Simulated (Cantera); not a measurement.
A Cantera script and its output.

```python
import numpy as np
import cantera as ct

gas = ct.Solution("gri30.yaml")
gas.TPX = 800, 66000, {'H2': 1, 'O2': 0.658, 'N2': 4.41, 'H2O': 0.63}
inlet = ct.Reservoir(gas, clone=True)
gas.equilibrate("HP")  # start burning
reactor = ct.IdealGasConstPressureReactor(gas, energy="on", clone=False)
exhaust = ct.Reservoir(gas, clone=True)
tau = [0.049, 0.029, 0.017, 0.0096, 0.0056, 0.0032, 0.0019, 0.0011, 0.00063, 0.00037, 0.00021, 0.00012, 7.2e-05][0]
for a, b in ((inlet, reactor), (reactor, exhaust)):
    ct.MassFlowController(a, b, mdot=lambda t: reactor.mass / tau)
net = ct.ReactorNet([reactor])
show = ['H2', 'O2', 'H2O', 'HO2', 'O', 'NO', 'N2O']

rows = []
print(f"{'tau/s':>10s}{'T/K':>9s}" + "".join(f"{s:>11s}" for s in show))
for tau in [0.049, 0.029, 0.017, 0.0096, 0.0056, 0.0032, 0.0019, 0.0011, 0.00063, 0.00037, 0.00021, 0.00012, 7.2e-05]:
    net.initial_time = 0.0
    net.advance(30 * tau)
    before = gas.X
    net.advance(40 * tau)
    drift = np.max(np.abs(gas.X - before) / (gas.X + 1e-9))
    rows.append([gas.T, *gas[show].X, drift])
    print(f"{tau:10.3e}{gas.T:9.1f}" + "".join(f"{x:11.3e}" for x in gas[show].X))
```

Output:

```
     tau/s      T/K         H2         O2        H2O        HO2          O         NO        N2O
 4.900e-02   1848.4  1.533e-03  2.540e-02  2.595e-01  1.862e-06  3.162e-04  2.158e-05  1.889e-07
 2.900e-02   1840.9  2.106e-03  2.553e-02  2.585e-01  2.449e-06  4.377e-04  1.843e-05  1.851e-07
 1.700e-02   1830.5  2.897e-03  2.575e-02  2.571e-01  3.228e-06  6.092e-04  1.580e-05  1.736e-07
 9.600e-03   1815.5  4.032e-03  2.611e-02  2.551e-01  4.288e-06  8.633e-04  1.370e-05  1.568e-07
 5.600e-03   1796.4  5.425e-03  2.660e-02  2.528e-01  5.517e-06  1.188e-03  1.243e-05  1.397e-07
 3.200e-03   1770.5  7.234e-03  2.732e-02  2.496e-01  7.030e-06  1.632e-03  1.180e-05  1.229e-07
 1.900e-03   1739.7  9.251e-03  2.820e-02  2.461e-01  8.653e-06  2.156e-03  1.165e-05  1.090e-07
 1.100e-03   1699.6  1.168e-02  2.938e-02  2.416e-01  1.058e-05  2.821e-03  1.164e-05  9.626e-08
 6.300e-04   1650.0  1.443e-02  3.088e-02  2.364e-01  1.281e-05  3.601e-03  1.140e-05  8.504e-08
 3.700e-04   1594.4  1.730e-02  3.264e-02  2.307e-01  1.527e-05  4.393e-03  1.064e-05  7.551e-08
 2.100e-04   1526.4  2.077e-02  3.498e-02  2.239e-01  1.843e-05  5.186e-03  9.102e-06  6.593e-08
 1.200e-04   1450.4  2.526e-02  3.808e-02  2.160e-01  2.251e-05  5.741e-03  6.919e-06  5.601e-08
 7.200e-05   1371.3  3.203e-02  4.240e-02  2.064e-01  2.793e-05  5.782e-03  4.564e-06  4.504e-08
```

Model: GRI-Mech 3.0 (53 species, 325 reactions), integrated in Cantera.
